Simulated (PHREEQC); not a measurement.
**Alkaline etch or developer: an equilibrium model**

Consider water at 25 °C with 0.0055 mol/kgw NH3, 0.00014 mol/kgw H3BO3 and 0.00032 mol/kgw K3PO4. Closed to the air; pH follows from the charge balance.

All values are PHREEQC results (ion-association model, phreeqc.dat), not measurements.

Each row changes one thing in this solution. No solid was allowed to form.

```
case                                                   pH  ionic strength (mol/kgw)  H2BO3- (mol/kgw)  PO4-3 (mol/kgw)  H3BO3 (mol/kgw)  H2PO4- (mol/kgw)
---------------------------------------------  ----------  ------------------------  ----------------  ---------------  ---------------  ----------------
as made                                             10.60                   0.00153          0.000134          6.99e-6          5.61e-6           1.11e-7
temperature from 25 to 35 °C                   (withheld)                   0.00153          0.000131          4.26e-6          9.22e-6           2.13e-7
temperature from 25 to 20 °C                        10.76                   0.00154          0.000136          9.11e-6       (withheld)           7.81e-8
diluted 10-fold with water                          10.00                  0.000211        (withheld)          1.56e-7          2.04e-6           4.86e-8
NH3 left out                                        10.25                   0.00128          0.000128          3.13e-6          1.19e-5           2.52e-7
temperature from 25 to 70 °C                         9.42                   0.00152          0.000107          1.05e-6          3.28e-5        (withheld)
K3PO4 replaced by Na3PO4 at the same molality       10.60                   0.00153          0.000134          6.99e-6          5.61e-6           1.11e-7
temperature from 25 to 85 °C                         9.12                   0.00150           9.34e-5          6.61e-7          4.65e-5           2.50e-6
```

Problem. Some entries are withheld; supply them.

Solution. 
- temperature from 25 to 35 °C, pH: 10.30
- temperature from 25 to 20 °C, H3BO3 (mol/kgw): 4.28e-6
- diluted 10-fold with water, H2BO3- (mol/kgw): 1.20e-5
- temperature from 25 to 70 °C, H2PO4- (mol/kgw): 1.35e-6

Constants without temperature data keep their 25 °C values here.
